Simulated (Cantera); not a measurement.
**Ignition delay**

Mixture: 17.7 % CH4, 16.1 % O2, 66.1 % N2, equivalence ratio 2.2, at 2550 Torr, adiabatic and at constant volume. Ignition delay is the time to a rise of 400 K.

Computed with Cantera and GRI-Mech 3.0 (53 species, 325 reactions).

```tsv
T0 (K)	delay (ms)
1173	33.4
1273	8.95
1373	2.68
1473	0.873
1573	0.310
1673	0.122
1773	0.0539
1873	0.0268
1973	0.0148
2073	0.00887
```

The apparent activation energy between 1873 and 2073 K is 180 kJ/mol.
